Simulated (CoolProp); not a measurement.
Dimethyl carbonate along the isobar 7.31 MPa: fugacity coefficient from the reference equation and from simpler models built on Tc = 283.9 °C, pc = 4.909 MPa, ω = 0.346; each cubic takes its own stable root.

Computed with CoolProp (reference Helmholtz-energy equation of state, Zhou 2011).

```tsv
T (°C)	phase	reference	van der Waals	Redlich-Kwong	Soave-Redlich-Kwong	Peng-Robinson
49.95	liquid	0.003984	0.06518	(withheld)	0.003932	0.003959
59.65	liquid	0.005871	0.07598	0.01673	(withheld)	0.005825
69.35	liquid	0.008417	0.08777	0.02225	0.008409	0.008345
79.05	liquid	0.01177	0.1005	0.02897	0.01183	0.01167
88.75	liquid	(withheld)	0.1143	0.03702	0.01626	0.01596
98.35	liquid	0.02147	0.1288	0.04639	0.02182	(withheld)
108.05	liquid	0.02821	0.1443	0.05736	0.02880	(withheld)
117.75	liquid	0.03641	0.1608	0.06992	0.03735	0.03622
127.45	liquid	(withheld)	0.1781	(withheld)	0.04764	0.04605
137.15	liquid	(withheld)	0.1963	0.09998	0.05983	0.05769
```

Question: Some entries are withheld; supply them.

Answer: 
- 49.95, Redlich-Kwong: 0.01230
- 59.65, Soave-Redlich-Kwong: 0.005830
- 88.75, reference: 0.01609
- 98.35, Peng-Robinson: 0.02131
- 108.05, Peng-Robinson: 0.02803
- 127.45, reference: 0.04623
- 127.45, Redlich-Kwong: 0.08412
- 137.15, reference: 0.05784
